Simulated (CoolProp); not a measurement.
Neopentane along the isotherm 550 K: Z from the reference equation and from simpler models built on Tc = 433.7 K, pc = 3.196 MPa, ω = 0.196; each cubic takes its own stable root.

Computed with CoolProp (reference Helmholtz-energy equation of state, Lemmon 2006). It is a short technical equation, of lower accuracy than the large ones.

| p (MPa) | phase | reference |
|---|---|---|
| 0.0152 | gas | 0.9993 |
| 0.0287 | gas | 0.9986 |
| 0.0545 | gas | 0.9974 |
| 0.103 | gas | 0.9950 |
| 0.196 | gas | 0.9906 |
| 0.371 | gas | 0.9821 |
| 0.704 | gas | 0.9658 |
| 1.33 | gas | 0.9349 |
| 2.53 | gas | 0.8745 |
| 4.79 | supercritical | 0.7624 |

### Question
How far does each simpler model (van der Waals, Redlich-Kwong, Peng-Robinson) lie from the reference over these 10 states: mean and median of the absolute difference, and the worst?

### Answer
- van der Waals: mean 1.0 %, median 0.1 %, worst -7.1 % at 550 K and 4.79 MPa
- Redlich-Kwong: mean 0.5 %, median 0.1 %, worst -2.8 % at 550 K and 4.79 MPa
- Peng-Robinson: mean 0.5 %, median 0.2 %, worst -1.4 % at 550 K and 2.53 MPa
